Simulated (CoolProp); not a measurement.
Chlorine along the isotherm 111.35 °C: density (kg/m³) from the reference equation and from simpler models built on Tc = 143.7 °C, pc = 7642 kPa, ω = 0.070; each cubic takes its own stable root.

Values from CoolProp's reference Helmholtz-energy equation of state, Thol 2021.

| p (kPa) | phase | reference |
|---|---|---|
| 2120 | gas | 53.92 |
| 4250 | gas | 137.2 |
| 6370 | liquid | 1076 |
| 8490 | liquid | 1102 |
| 10600 | liquid | 1123 |
| 12700 | liquid | 1141 |
| 14900 | liquid | 1157 |
| 17000 | liquid | 1171 |
| 19100 | liquid | 1183 |

Question: How far does each simpler model (Soave-Redlich-Kwong, Peng-Robinson) lie from the reference over these 9 states: mean and median of the absolute difference, and the worst?

Answer: 
- Soave-Redlich-Kwong: mean 8.6 %, median 9.9 %, worst -14.1 % at 111.35 °C and 6370 kPa
- Peng-Robinson: mean 1.8 %, median 1.7 %, worst +3.3 % at 111.35 °C and 4250 kPa
